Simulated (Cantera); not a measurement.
Input: 1 mol Al(CH₃)₃, 26 mol H₂O, 14 mol H₂, equilibrated at 1727 °C and 133 Pa.

Method: chemical equilibrium by Gibbs-energy minimisation in Cantera with the NASA 1993 tables (ideal gas, pure condensed phases). Candidate condensed phases: Al, Al₂O₃, C, C₆H₆, C₇H₈, C₈H₁₈, H₂O; 121 gas species. The feed counts by its element totals alone. Equilibrium is a limit: real reactors are often held back by kinetics, nucleation or transport.

Problem. What is the equilibrium state?

Solution. 
```json
{
 "x(H₂)": "0.473",
 "x(H₂O)": "0.432",
 "x(CO)": "0.0518",
 "x(H)": "0.0306",
 "x(CO₂)": "0.0103",
 "x(OH)": "0.00279",
 "x(O)": "0.000132",
 "x(O₂)": "5.21e-5",
 "x(AlO₂H)": "5.14e-6",
 "n(Al₂O₃(s))": "0.500 mol",
 "gas_amount": "48.32 mol",
 "log10 activity of C(graphite) (absent)": "-8.05",
 "log10 activity of Al(l) (absent)": "-8.13"
}
```
